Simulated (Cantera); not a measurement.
A freely propagating, adiabatic, planar premixed flame of 10.7 % CO, 0.923 % H₂, 4.08 % CH₄, 17.7 % O₂, 66.6 % N₂, equivalence ratio 0.79, unburnt at 700 K and 0.987 atm; mixture-averaged transport, grid criteria slope 0.08 and curve 0.16, no radiation.

Computed with Cantera and GRI-Mech 3.0 (53 species, 325 reactions). Burning velocities carry a grid error of a few per cent, more on coarse grids.

Predict: laminar burning velocity; thermal thickness; peak x(HO₂); peak x(CH₂CO).


| Quantity | Result |
|---|---|
| laminar burning velocity | 207 cm/s |
| thermal thickness | 0.373 mm |
| peak x(HO₂) | 0.000167 |
| peak x(CH₂CO) | 1.21e-5 |
